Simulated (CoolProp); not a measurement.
The numbers come from the reference Helmholtz-energy equation of state, McLinden 2020 in CoolProp.

Problem. Give the vapour pressure (bar), vapour density (kg/m³), liquid cp (kJ/(kg K)) of saturated R1336mzz(Z) at 304.2, 332.5, 360.9 K.

Solution. 
```json
[
 {"T (K)": "304.2", "p (bar)": "0.927", "vapour density (kg/m³)": "6.32", "liquid cp (kJ/(kg K))": "1.23"},
 {"T (K)": "332.5", "p (bar)": "2.40", "vapour density (kg/m³)": "15.7", "liquid cp (kJ/(kg K))": "1.29"},
 {"T (K)": "360.9", "p (bar)": "5.25", "vapour density (kg/m³)": "34.2", "liquid cp (kJ/(kg K))": "1.37"}
]
```
